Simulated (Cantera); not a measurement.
Cantera run, input and output.

```python
import numpy as np
import cantera as ct

gas = ct.Solution("gri30.yaml")
gas.TPX = 1375, 1333, {'H2': 0.13, 'O2': 1}
reactor = ct.IdealGasConstPressureReactor(gas, energy="off", clone=False)
net = ct.ReactorNet([reactor])
net.rtol, net.atol = 1e-08, 1e-18
show = ['H2', 'O2', 'HO2', 'H', 'O', 'OH', 'H2O']
times = np.geomspace(8e-06, 20, 15)

steps = ct.SolutionArray(gas, extra=["t"])
rows = []
print(f"{'t/s':>10s}{'T/K':>9s}{'P/Pa':>11s}" + "".join(f"{s:>11s}" for s in show))
for t in times:
    while net.time < t:
        t_next = net.step()
        steps.append(gas.state, t=t_next)
    rows.append([np.interp(t, steps.t, y) for y in (steps.T, steps.P, *steps(*show).X.T)])
    print(f"{t:10.3e}{rows[-1][0]:9.1f}{rows[-1][1]:11.4g}" + "".join(f"{x:11.3e}" for x in rows[-1][2:]))
rate = np.gradient(steps.T, steps.t)
print("integrator steps:", len(steps.t))
if steps.T.max() > steps.T[0] + 200:
    print(f"time of steepest temperature rise: {steps.t[rate.argmax()]:.4e} s")
gas.TPX = 1375, 1333, {'H2': 0.13, 'O2': 1}
gas.equilibrate("TP")
print(f"equilibrium (TP): T = {gas.T:.1f} K  " + "  ".join(f"{s} {gas[s].X[0]:.3e}" for s in show))
```

Result:

```
       t/s      T/K       P/Pa         H2         O2        HO2          H          O         OH        H2O
 8.000e-06   1375.0       1333  1.150e-01  8.850e-01  1.338e-08  1.166e-08  1.960e-09  1.891e-09  2.380e-10
 2.291e-05   1375.0       1333  1.150e-01  8.850e-01  3.833e-08  2.959e-08  1.335e-08  1.216e-08  4.596e-09
 6.563e-05   1375.0       1333  1.150e-01  8.850e-01  1.097e-07  9.944e-08  9.100e-08  7.542e-08  8.060e-08
 1.880e-04   1375.0       1333  1.150e-01  8.850e-01  3.151e-07  1.256e-06  1.480e-06  1.164e-06  2.422e-06
 5.384e-04   1375.0       1333  1.116e-01  8.826e-01  1.702e-06  1.072e-03  1.293e-03  9.988e-04  2.368e-03
 1.542e-03   1375.0       1333  3.816e-03  8.011e-01  4.006e-06  2.438e-02  6.592e-02  1.110e-02  9.368e-02
 4.416e-03   1375.0       1333  3.515e-03  8.074e-01  4.001e-06  2.145e-02  6.063e-02  1.071e-02  9.627e-02
 1.265e-02   1375.0       1333  2.864e-03  8.228e-01  3.944e-06  1.502e-02  4.750e-02  9.756e-03  1.021e-01
 3.623e-02   1375.0       1333  1.591e-03  8.488e-01  3.490e-06  5.778e-03  2.493e-02  7.378e-03  1.115e-01
 1.038e-01   1375.0       1333  4.310e-04  8.697e-01  2.050e-06  7.747e-04  6.509e-03  3.883e-03  1.187e-01
 2.972e-01   1375.0       1333  6.863e-05  8.762e-01  6.330e-07  4.854e-05  1.025e-03  1.556e-03  1.211e-01
 8.512e-01   1375.0       1333  1.099e-05  8.775e-01  1.540e-07  3.109e-06  1.639e-04  6.243e-04  1.217e-01
 2.438e+00   1375.0       1333  2.225e-06  8.778e-01  6.406e-08  2.839e-07  3.323e-05  2.813e-04  1.219e-01
 6.983e+00   1375.0       1333  6.219e-07  8.779e-01  6.695e-08  4.209e-08  9.304e-06  1.489e-04  1.220e-01
 2.000e+01   1375.0       1333  3.571e-07  8.779e-01  7.971e-08  1.836e-08  5.346e-06  1.129e-04  1.220e-01
integrator steps: 1604
equilibrium (TP): T = 1375.0 K  H2 3.472e-07  O2 8.779e-01  HO2 8.052e-08  H 1.761e-08  O 5.199e-06  OH 1.113e-04  H2O 1.220e-01
```

Model: GRI-Mech 3.0 (53 species, 325 reactions), integrated in Cantera. Radical loss at walls, strong at low pressure, is not modelled. The temperature is held fixed by assumption; the heat of reaction is taken as removed at once.
